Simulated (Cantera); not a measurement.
Input (Python, Cantera) and output of one run.

```python
import numpy as np
import cantera as ct

gas_names = """
    C CH CH2 CH3 CH2OH CH3O CH4 CH3OH CO COS CO2 COOH CS CS2 C2 C2H CHCO,ketyl C2H2,acetylene
    C2H2,vinylidene CH2CO,ketene C2H3,vinyl CH3CO,acetyl C2H4 C2H4O,ethylen CH3CHO,ethanal CH3COOH
    (HCOOH)2 C2H5 C2H6 CH3OCH3 C2H5OH C2O C3 C3H3,propargyl C3H4,allene C3H4,propyne C3H4,cyclo-
    C3H5,allyl C3H6,propylene C3H6,cyclo- C3H6O C3H7,n-propyl C3H7,i-propyl C3H8 C3H8O,1propanol
    C3H8O,2propanol C3O2 C4 C4H2 C4H4,1,3-cyclo- C4H6,butadiene C4H6,2-butyne C4H6,cyclo- C4H8,1-butene
    C4H8,cis2-buten C4H8,tr2-butene C4H8,isobutene C4H8,cyclo- (CH3COOH)2 C4H9,n-butyl C4H9,i-butyl
    C4H9,s-butyl C4H9,t-butyl C4H10,isobutane C4H10,n-butane C5 C5H6,1,3cyclo- C5H8,cyclo-
    C5H10,1-pentene C5H10,cyclo- C5H11,pentyl C5H11,t-pentyl C5H12,n-pentane C5H12,i-pentane
    CH3C(CH3)2CH3 C6H2 C6H5,phenyl C6H5O,phenoxy C6H6 C6H5OH,phenol C6H10,cyclo- C6H12,1-hexene
    C6H12,cyclo- C6H13,n-hexyl C7H7,benzyl C7H8 C7H8O,cresol C7H14,1-heptene C7H15,n-heptyl
    C7H16,n-heptane C8H8,styrene C8H10,ethylbenz C8H16,1-octene C8H17,n-octyl C8H18,isooctane
    C8H18,n-octane C9H19,n-nonyl C10H8,naphthale C10H21,n-decyl C12H9,o-bipheny C12H10,bipheny H HCO HO2
    H2 HCHO,formaldehy HCOOH H2O H2O2 H2S H2SO4 O OH O2 O3 S SH SO SO2 SO3 S2 S2O S8
""".split()
cond_names = """
    C(gr) C6H6(L) C7H8(L) C8H18(L),n-octa H2O(s) H2O(L) H2SO4(L) S(cr1) S(cr2) S(L)
""".split()


def load(file, names, dense=False):
    # The tables refer to 1 bar. Condensed volumes are neglected.
    table = {s.name: s for s in ct.Species.list_from_file(file)}
    out = []
    for n in names:
        d = dict(table[n].input_data)
        d["thermo"] = dict(d["thermo"], **{"reference-pressure": 1e5})
        if dense:
            d["equation-of-state"] = {"model": "constant-volume", "density": "1e6 g/cm^3"}
        out.append(ct.Species.from_dict(d))
    return out


gas = ct.Solution(thermo="ideal-gas", species=load("nasa_gas.yaml", gas_names))
cond = {s.name: ct.Solution(thermo="fixed-stoichiometry", species=[s], name=s.name)
        for s in load("nasa_condensed.yaml", cond_names, dense=True)}
atoms = {
    'CS2': {'C': 1, 'S': 2},
    'H2': {'H': 2},
    'H2O': {'H': 2, 'O': 1},
}
top_T = {'C(gr)': 4500}  # K; cautious upper limits of use, not melting points


def equilibrate(T, P, feed):
    n = {}
    for name, mol in feed.items():
        for a, k in atoms[name].items():
            n[a] = n.get(a, 0.0) + k * mol
    gas.TPX = T, P, n
    mass = sum(n.values()) * gas.mean_molecular_weight
    gas.equilibrate("TP")
    valid = [c for c in cond.values() if c.min_temp <= T <= top_T.get(c.name, c.max_temp)]
    mix = ct.Mixture([(gas, mass / gas.mean_molecular_weight)] + [(c, 0.0) for c in valid])
    mix.T, mix.P = T, P
    mix.equilibrate("TP", solver="vcs", rtol=1e-11, max_steps=5000)
    return mix


results = []
feed = {'CS2': 1, 'H2': 9.2, 'H2O': 3.9}  # mol
P = 10000  # Pa
for T in [1398, 1448, 1498, 1548, 1598, 1648, 1698, 1748, 1798, 1848, 1898, 1948]:
    mix = equilibrate(T, P, feed)
    results.append((T, P, feed, dict(zip(mix.species_names, mix.species_moles))))

top = {s: max(r[3][s] / sum(r[3][g] for g in gas_names) for r in results) for s in gas_names}
cols = sorted((s for s in top if top[s] > 1e-06), key=lambda s: -top[s])[:5]
seen = [c for c in cond_names if any(r[3].get(c, 0) > 1e-12 for r in results)]
print("log10 of partial pressures in bar; condensed amounts in mol")
print(f"{'T/K':>10s}" + "".join(f"{s[:9]:>10s}" for s in cols + seen))
for T, P, feed, n in results:
    ng = sum(n[g] for g in gas_names)
    print(f"{T:10.4g}" + "".join(f"{np.log10(max(n[s] / ng * P / 1e5, 1e-99)):10.3f}" for s in cols)
          + "".join(f"{n.get(c, 0):10.4g}" for c in seen))
```

It prints:

```
log10 of partial pressures in bar; condensed amounts in mol
       T/K        H2       H2O       H2S        CO        S2
      1398    -1.218    -1.711    -1.925    -2.216    -2.995
      1448    -1.214    -1.712    -1.962    -2.213    -2.842
      1498    -1.210    -1.713    -2.006    -2.210    -2.721
      1548    -1.205    -1.714    -2.056    -2.208    -2.626
      1598    -1.201    -1.716    -2.110    -2.206    -2.552
      1648    -1.197    -1.717    -2.168    -2.205    -2.495
      1698    -1.194    -1.719    -2.227    -2.204    -2.451
      1748    -1.191    -1.722    -2.287    -2.204    -2.418
      1798    -1.188    -1.724    -2.348    -2.203    -2.393
      1848    -1.186    -1.727    -2.408    -2.202    -2.376
      1898    -1.185    -1.730    -2.468    -2.202    -2.364
      1948    -1.183    -1.734    -2.528    -2.202    -2.358
```

Method: chemical equilibrium by Gibbs-energy minimisation in Cantera with the NASA 1993 tables (ideal gas, pure condensed phases).
